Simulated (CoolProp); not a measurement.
Properties of CH3F (R41) at several states (Tc = 317.3 K, pc = 5906 kPa, ω = 0.200).

Values from CoolProp's reference Helmholtz-energy equation of state, Lemmon 2006. It is a short technical equation, of lower accuracy than the large ones.

```
T (K)  p (kPa)  phase       Z  cp (kJ/(kg K))  speed of sound (m/s)  isothermal compressibility (1/MPa)  expansivity (1/kK)
-----  -------  -----  ------  --------------  --------------------  ----------------------------------  ------------------
413.3     3820    gas  0.8953           1.545                 331.7                              0.2921                   …
392.1     1640    gas  0.9455           1.384                 333.2                                   …                   …
391.1      322    gas  0.9893               …                 341.5                               3.139               2.652
358.3      536    gas  0.9759           1.255                     …                               1.912               3.025
246.8     17.9    gas  0.9972           1.040                     …                               56.02               4.093
```

Question: Fill in the missing entries.

Answer: 
- 413.3, expansivity (1/kK): 3.486
- 392.1, isothermal compressibility (1/MPa): 0.6451
- 392.1, expansivity (1/kK): 3.071
- 391.1, cp (kJ/(kg K)): 1.297
- 358.3, speed of sound (m/s): 326.4
- 246.8, speed of sound (m/s): 280.6
